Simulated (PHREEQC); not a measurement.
Dissolve 0.0068 mol CaSO4, 0.0018 mol Na2SO4 and 0.0011 mol H4SiO4 per kg of water at 30 °C. Closed to the air; pH follows from the charge balance.

Computed with PHREEQC (ion-association model, phreeqc.dat).

```tsv
quantity	before	after
pH	6.41	2.95
ionic strength (mol/kgw)	0.0250	0.0243
SO4-2 (mol/kgw)	0.00668	0.00627
CaSO4 (mol/kgw)	0.00186	0.00178
H3SiO4- (mol/kgw)	5.81e-7	1.99e-10
HSO4- (mol/kgw)	1.80e-7	0.000498
SI of SiO2(a) (SiO2)	-0.28	-0.28
SI of Gypsum (CaSO4:2H2O)	-0.41	-0.43
```

**Question.** Name the change that produced these shifts.
(A) temperature from 30 to 50 °C
(B) temperature from 30 to 90 °C
(C) Na2SO4 left out
(D) H4SiO4 replaced by (NH4)2SiF6 at the same molality
(E) Na2SO4 replaced by NaHSO4 at the same molality

**Answer.** E, Na2SO4 replaced by NaHSO4 at the same molality

This is a speciation only: nothing precipitates in the calculation. Some of these states are supersaturated (in Quartz (slow to form), Chalcedony (slow to form), for instance).
